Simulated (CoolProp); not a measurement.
Saturation properties of 1-butene (Tc = 419.3 K, pc = 4006 kPa, ω = 0.192).

The numbers come from the reference Helmholtz-energy equation of state, Lemmon 2005 in CoolProp. It is a short technical equation, of lower accuracy than the large ones.

```json
[
 {"T (K)": "268.8", "p (kPa)": "109.3", "vapour density (kg/m³)": "2.871", "enthalpy of vaporisation (kJ/kg)": "390.4", "liquid cp (kJ/(kg K))": "2.174"},
 {"T (K)": "281.5", "p (kPa)": "173.4", "vapour density (kg/m³)": "?", "enthalpy of vaporisation (kJ/kg)": "377.9", "liquid cp (kJ/(kg K))": "2.229"},
 {"T (K)": "294.2", "p (kPa)": "263.2", "vapour density (kg/m³)": "6.562", "enthalpy of vaporisation (kJ/kg)": "364.7", "liquid cp (kJ/(kg K))": "2.289"},
 {"T (K)": "307", "p (kPa)": "385.5", "vapour density (kg/m³)": "9.450", "enthalpy of vaporisation (kJ/kg)": "350.4", "liquid cp (kJ/(kg K))": "2.357"},
 {"T (K)": "319.7", "p (kPa)": "544.7", "vapour density (kg/m³)": "13.22", "enthalpy of vaporisation (kJ/kg)": "335.0", "liquid cp (kJ/(kg K))": "2.434"},
 {"T (K)": "332.4", "p (kPa)": "748.2", "vapour density (kg/m³)": "18.13", "enthalpy of vaporisation (kJ/kg)": "318.2", "liquid cp (kJ/(kg K))": "?"},
 {"T (K)": "345.1", "p (kPa)": "1003", "vapour density (kg/m³)": "24.47", "enthalpy of vaporisation (kJ/kg)": "299.6", "liquid cp (kJ/(kg K))": "2.631"},
 {"T (K)": "357.9", "p (kPa)": "1320", "vapour density (kg/m³)": "32.76", "enthalpy of vaporisation (kJ/kg)": "278.5", "liquid cp (kJ/(kg K))": "2.766"},
 {"T (K)": "370.6", "p (kPa)": "1701", "vapour density (kg/m³)": "43.58", "enthalpy of vaporisation (kJ/kg)": "254.4", "liquid cp (kJ/(kg K))": "2.946"},
 {"T (K)": "383.3", "p (kPa)": "2159", "vapour density (kg/m³)": "58.21", "enthalpy of vaporisation (kJ/kg)": "225.9", "liquid cp (kJ/(kg K))": "3.216"},
 {"T (K)": "396", "p (kPa)": "2706", "vapour density (kg/m³)": "?", "enthalpy of vaporisation (kJ/kg)": "190.2", "liquid cp (kJ/(kg K))": "3.716"},
 {"T (K)": "408.7", "p (kPa)": "3358", "vapour density (kg/m³)": "114.1", "enthalpy of vaporisation (kJ/kg)": "139.6", "liquid cp (kJ/(kg K))": "5.275"}
]
```

### Question
Fill in the missing entries.

### Answer

- 281.5, vapour density (kg/m³): 4.425
- 332.4, liquid cp (kJ/(kg K)): 2.524
- 396, vapour density (kg/m³): 79.21

It boils at 266.8 K under 1 atm.
